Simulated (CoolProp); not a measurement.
The fluid at 293.15 K and 0.774 MPa flows at 23 m/s in a round tube of 12.7 mm bore and 15 µm roughness, fully developed (64/Re and Nu = 3.66 if laminar; Colebrook and Gnielinski if turbulent). The same conditions are run with several fluids, on thermodynamics alone (safety and materials aside).

Computed with CoolProp (reference Helmholtz-energy equation of state of each fluid (n-hexane: Thol 2019; water: Wagner 2002; ethylbenzene: Zhou 2012; ethanol: Schroeder 2014; R236FA: Pan 2012)).

**Question.** Rank n-hexane, water, ethylbenzene, ethanol, R236FA by Reynolds number, highest first.

**Answer.** R236FA (1310000), n-hexane (611000), ethylbenzene (389000), water (291000), ethanol (193000)

```csv
fluid,Darcy friction factor,pressure drop (Pa/m),heat-transfer coefficient (W/(m² K)),mass flow (kg/h)
n-hexane,0.0209,287000,36300,6920
water,0.0213,444000,93100,10500
ethylbenzene,0.0211,382000,29200,9100
ethanol,0.0218,358000,24600,8290
R236FA,0.0207,594000,44600,14500
```

Transport values come from each fluid's own correlations; those of ethylbenzene, R236FA are estimates that may be off by 10 % or more.
